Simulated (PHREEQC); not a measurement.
Solution (25 °C): 0.19 mol NaHS, 0.04 mol HCl and 0.18 mol ZnCl2 per kg of water. Closed to the air; pH follows from the charge balance.

Model: ion-association model, phreeqc.dat, run in PHREEQC.

Precipitation was switched off in this run.

Problem. Order these Zn species by the share of Zn that they hold, largest first: Zn+2, ZnCl3-, Zn(HS)2, ZnCl2, ZnCl+.

Solution. Zn(HS)2 (49 %), Zn+2 (40 %), ZnCl+ (8.9 %), ZnCl2 (1.4 %), ZnCl3- (0.63 %)

The pH is 1.69 and the ionic strength 0.448 mol/kgw. The solution is supersaturated, for example in Sphalerite (slow to form), so a real one may precipitate; this is no full list.
